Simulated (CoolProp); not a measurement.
C2F6 (R116) along the isotherm 357.4 K: fugacity coefficient from the reference equation and from simpler models built on Tc = 293.0 K, pc = 30.48 bar, ω = 0.257; each cubic takes its own stable root.

Values from CoolProp's reference Helmholtz-energy equation of state, Lemmon 2006. It is a short technical equation, of lower accuracy than the large ones.

| p (bar) | phase | reference |
|---|---|---|
| 3.27 | gas | 0.9823 |
| 6.53 | gas | 0.9649 |
| 9.8 | gas | 0.9477 |
| 13.1 | gas | 0.9305 |
| 16.3 | gas | 0.9140 |
| 19.6 | gas | 0.8971 |
| 22.9 | gas | 0.8805 |
| 26.1 | gas | 0.8646 |
| 29.4 | gas | 0.8484 |
| 32.7 | supercritical | 0.8324 |
| 35.9 | supercritical | 0.8172 |
| 39.2 | supercritical | 0.8017 |
| 42.4 | supercritical | 0.7869 |
| 45.7 | supercritical | 0.7720 |

### Question
How far does each simpler model (Redlich-Kwong, Soave-Redlich-Kwong) lie from the reference over these 14 states: mean and median of the absolute difference, and the worst?

### Answer
- Redlich-Kwong: mean 2.0 %, median 2.0 %, worst -3.8 % at 357.4 K and 45.7 bar
- Soave-Redlich-Kwong: mean 0.2 %, median 0.1 %, worst +0.6 % at 357.4 K and 45.7 bar
